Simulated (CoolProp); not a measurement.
n-undecane at several states: Z from the reference equation and from simpler models built on Tc = 638.8 K, pc = 1990 kPa, ω = 0.539; each cubic takes its own stable root.

Computed with CoolProp (reference Helmholtz-energy equation of state, Aleksandrov 2011). It is a short technical equation, of lower accuracy than the large ones.

```
T (K)  p (kPa)   phase  reference
-----  -------  ------  ---------
517.1      156     gas     0.9286
368.1     6300  liquid     0.4663
376        203  liquid    0.01499
605.1     9790  liquid     0.5986
```

Task: How far does each simpler model (van der Waals, Redlich-Kwong, Soave-Redlich-Kwong, Peng-Robinson) lie from the reference over these 4 states: mean and median of the absolute difference, and the worst?

Result: 
- van der Waals: mean 55.3 %, median 65.8 %, worst +86.0 % at 376 K and 203 kPa
- Redlich-Kwong: mean 17.3 %, median 20.5 %, worst +26.2 % at 376 K and 203 kPa
- Soave-Redlich-Kwong: mean 13.2 %, median 16.5 %, worst +18.4 % at 376 K and 203 kPa
- Peng-Robinson: mean 3.5 %, median 4.0 %, worst +5.3 % at 368.1 K and 6300 kPa
